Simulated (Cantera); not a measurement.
Mg(OH)₂ + H₂ + CO₂ (calcination and drying)

Charge: 1 mol Mg(OH)₂, 0.055 mol H₂, 1.6 mol CO₂, held at 1 atm.

Cantera equilibrium calculation (NASA polynomials, part measured and part estimated; ideal gas, pure solids and liquids). Candidate condensed phases: C, C₆H₆, C₇H₈, C₈H₁₈, H₂O, Mg, MgCO₃, MgO, Mg(OH)₂; 116 gas species. Equilibrium is a limit: real reactors are often held back by kinetics, nucleation or transport.

From 550 K to 625 K the condensed part is MgCO₃(s). From 700 K to 1450 K the condensed part is MgO(s).

| T (K) | x H₂O | x CO₂ | x H₂ | x CO | x CH₄ | x OH | x H | x Mg(OH)₂ | n MgCO₃(s) | n MgO(s) |
|---|---|---|---|---|---|---|---|---|---|---|
| 550 | 0.625 | 0.361 | 0.00790 | 7.91e-5 | 0.00642 | <1e-12 | <1e-12 | <1e-12 | 1.00 | 0 |
| 625 | 0.614 | 0.361 | 0.0208 | 0.000591 | 0.00300 | <1e-12 | <1e-12 | <1e-12 | 1.00 | 0 |
| 700 | 0.380 | 0.600 | 0.0172 | 0.00289 | 0.000146 | <1e-12 | <1e-12 | <1e-12 | 0 | 1.00 |
| 775 | 0.382 | 0.598 | 0.0158 | 0.00490 | 4.80e-6 | <1e-12 | <1e-12 | <1e-12 | 0 | 1.00 |
| 850 | 0.384 | 0.596 | 0.0137 | 0.00698 | 2.12e-7 | <1e-12 | 2.39e-12 | <1e-12 | 0 | 1.00 |
| 925 | 0.386 | 0.594 | 0.0118 | 0.00895 | 1.31e-8 | 1.09e-12 | 2.81e-11 | <1e-12 | 0 | 1.00 |
| 1000 | 0.387 | 0.592 | 0.0100 | 0.0107 | 1.08e-9 | 1.93e-11 | 2.26e-10 | 1.39e-12 | 0 | 1.00 |
| 1075 | 0.389 | 0.591 | 0.00859 | 0.0121 | 1.16e-10 | 2.32e-10 | 1.35e-9 | 1.36e-11 | 0 | 1.00 |
| 1150 | 0.390 | 0.589 | 0.00741 | 0.0133 | 1.56e-11 | 2.03e-9 | 6.38e-9 | 9.79e-11 | 0 | 1.00 |
| 1225 | 0.391 | 0.588 | 0.00645 | 0.0143 | 2.60e-12 | 1.37e-8 | 2.49e-8 | 5.54e-10 | 0 | 1.00 |
| 1300 | 0.392 | 0.588 | 0.00568 | 0.0150 | <1e-12 | 7.46e-8 | 8.29e-8 | 2.56e-9 | 0 | 1.00 |
| 1375 | 0.392 | 0.587 | 0.00506 | 0.0157 | <1e-12 | 3.38e-7 | 2.42e-7 | 1.00e-8 | 0 | 1.00 |
| 1450 | 0.393 | 0.586 | 0.00455 | 0.0162 | <1e-12 | 1.31e-6 | 6.34e-7 | 3.40e-8 | 0 | 1.00 |
x: gas mole fraction; n: condensed amount in mol.
